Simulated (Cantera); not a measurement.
Charge: 1 mol Si, 3 mol HCl, 0.6 mol H2.

These are equilibrium values from Cantera (NASA tables, ideal gas, pure condensed phases), not measurements of a reactor. Candidate condensed phases: Si; 19 gas species. The tables' values for SiCl3 are old estimates. The numbers say what is thermodynamically allowed, not how fast it happens.

Stable condensed phases, one row left out:

```
T in K \ P in Pa
              1    3.2     10     32    100    320   1000   3200  10000  32000 100000
   1325       A      A      A      A      A      B      B      B      B      B      B
   1300       A      A      A      A      A      B      B      B      B      B      B
   1275       A      A      A      A      B      B      B      B      B      B      B
   1250       A      A      A      A      B      B      B      B      B      B      B
   1200       A      A      A      B      B      B      B      B      B      B      B
   1175       A      A      B      B      B      B      B      B      B      B      B
   1150       A      B      B      B      B      B      B      B      B      B      B
   1125       B      B      B      B      B      B      B      B      B      B      B
   1100       B      B      B      B      B      B      B      B      B      B      B
   1075       B      B      B      B      B      B      B      B      B      B      B
   1050       B      B      B      B      B      B      B      B      B      B      B
   1025       B      B      B      B      B      B      B      B      B      B      B
   1000       B      B      B      B      B      B      B      B      B      B      B
```

A: gas only; B: Si.

Question: Give the row for 1225 K.

Answer: 1: gas only; 3.2: gas only; 10: gas only; 32: Si; 100: Si; 320: Si; 1000: Si; 3200: Si; 10000: Si; 32000: Si; 100000: Si.
